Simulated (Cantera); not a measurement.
Feed: 1 mol SiHCl₃, 1.5 mol HCl, a varied amount of H₂, held at 923.15 K and 1.00 Torr.

Cantera equilibrium calculation (NASA polynomials, part measured and part estimated; ideal gas, pure solids and liquids). Candidate condensed phases: Si; 19 gas species. The tables' values for SiCl₃ are old estimates; treat these amounts as uncertain. Rates play no part.

x: gas mole fraction; n: condensed amount in mol.

```tsv
n(H₂) (mol)	x H₂	x HCl	x SiCl₄	x SiHCl₃	n Si(s)
66	0.970	0.0173	0.0101	0.00201	0.115
250	0.987	0.0105	0.00133	0.000446	0.487
430	0.991	0.00788	0.000414	0.000186	0.684
610	0.993	0.00624	0.000162	9.21e-5	0.797
790	0.995	0.00512	7.32e-5	5.07e-5	0.862
970	0.996	___	___	___	0.901
1200	0.996	0.00357	1.72e-5	1.72e-5	0.931
1300	0.997	0.00332	1.29e-5	1.38e-5	0.940
1500	0.997	___	___	___	0.953
1700	0.997	0.00258	4.69e-6	6.47e-6	0.961
1900	0.998	0.00232	3.06e-6	4.70e-6	0.968
```

Question: Complete the blanks.

Answer: 
- 1500, x HCl: 0.00290
- 1500, x SiCl₄: 7.54e-6
- 1500, x SiHCl₃: 9.24e-6
- 970, x HCl: 0.00431
- 970, x SiCl₄: 3.67e-5
- 970, x SiHCl₃: 3.03e-5
